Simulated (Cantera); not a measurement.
Input (Python, Cantera):

```python
import numpy as np
import cantera as ct

gas = ct.Solution("gri30.yaml")
gas.TPX = 1548, 350000, {'C3H8': 1, 'O2': 7.46, 'N2': 28.1}
reactor = ct.IdealGasReactor(gas, energy="on", clone=False)
net = ct.ReactorNet([reactor])
net.rtol, net.atol = 1e-08, 1e-16
show = ['C3H8', 'O2', 'H2O', 'CH2', 'HCN', 'H2', 'O']
times = np.geomspace(7e-06, 9, 13)

steps = ct.SolutionArray(gas, extra=["t"])
rows = []
print(f"{'t/s':>10s}{'T/K':>9s}{'P/Pa':>11s}" + "".join(f"{s:>11s}" for s in show))
for t in times:
    while net.time < t:
        t_next = net.step()
        steps.append(gas.state, t=t_next)
    rows.append([np.interp(t, steps.t, y) for y in (steps.T, steps.P, *steps(*show).X.T)])
    print(f"{t:10.3e}{rows[-1][0]:9.1f}{rows[-1][1]:11.4g}" + "".join(f"{x:11.3e}" for x in rows[-1][2:]))
rate = np.gradient(steps.T, steps.t)
print("integrator steps:", len(steps.t))
if steps.T.max() > steps.T[0] + 200:
    print(f"time of steepest temperature rise: {steps.t[rate.argmax()]:.4e} s")
gas.TPX = 1548, 350000, {'C3H8': 1, 'O2': 7.46, 'N2': 28.1}
gas.equilibrate("UV")
print(f"equilibrium (UV): T = {gas.T:.1f} K  " + "  ".join(f"{s} {gas[s].X[0]:.3e}" for s in show))
```

Result:

```
       t/s      T/K       P/Pa       C3H8         O2        H2O        CH2        HCN         H2          O
 7.000e-06   1542.4  3.505e+05  2.275e-02  2.012e-01  1.815e-03  4.880e-07  2.833e-11  1.193e-03  6.616e-06
 2.260e-05   2471.8  6.032e+05  4.091e-30  7.777e-02  7.867e-02  1.049e-10  8.258e-09  7.659e-03  1.762e-02
 7.299e-05   2894.0  6.876e+05  4.783e-44  6.622e-02  8.939e-02  7.566e-15  3.150e-10  4.140e-03  7.687e-03
 2.357e-04   2881.3  6.841e+05  4.582e-44  6.226e-02  8.993e-02  6.834e-15  5.007e-10  4.106e-03  7.121e-03
 7.612e-04   2870.2   6.81e+05  4.416e-44  5.884e-02  9.039e-02  6.227e-15  6.386e-10  4.079e-03  6.649e-03
 2.458e-03   2869.0  6.807e+05  4.399e-44  5.849e-02  9.044e-02  6.166e-15  6.521e-10  4.077e-03  6.600e-03
 7.937e-03   2869.0  6.807e+05  4.399e-44  5.849e-02  9.044e-02  6.166e-15  6.521e-10  4.077e-03  6.600e-03
 2.563e-02   2869.0  6.807e+05  4.399e-44  5.849e-02  9.044e-02  6.166e-15  6.521e-10  4.077e-03  6.600e-03
 8.277e-02   2869.0  6.807e+05  4.399e-44  5.849e-02  9.044e-02  6.166e-15  6.521e-10  4.077e-03  6.600e-03
 2.673e-01   2869.0  6.807e+05  4.399e-44  5.849e-02  9.044e-02  6.166e-15  6.521e-10  4.077e-03  6.600e-03
 8.631e-01   2869.0  6.807e+05  4.399e-44  5.849e-02  9.044e-02  6.166e-15  6.521e-10  4.077e-03  6.600e-03
 2.787e+00   2869.0  6.807e+05  4.399e-44  5.849e-02  9.044e-02  6.166e-15  6.521e-10  4.077e-03  6.600e-03
 9.000e+00   2869.0  6.807e+05  4.399e-44  5.849e-02  9.044e-02  6.166e-15  6.521e-10  4.077e-03  6.600e-03
integrator steps: 1698
time of steepest temperature rise: 2.1006e-05 s
equilibrium (UV): T = 2869.0 K  C3H8 8.878e-44  O2 5.849e-02  H2O 9.044e-02  CH2 7.400e-15  HCN 6.521e-10  H2 4.077e-03  O 6.600e-03
```

Model: GRI-Mech 3.0 (53 species, 325 reactions), integrated in Cantera. GRI-Mech 3.0 was tuned for natural gas; its chemistry of propane as a main component is partial and can be far from experiment.
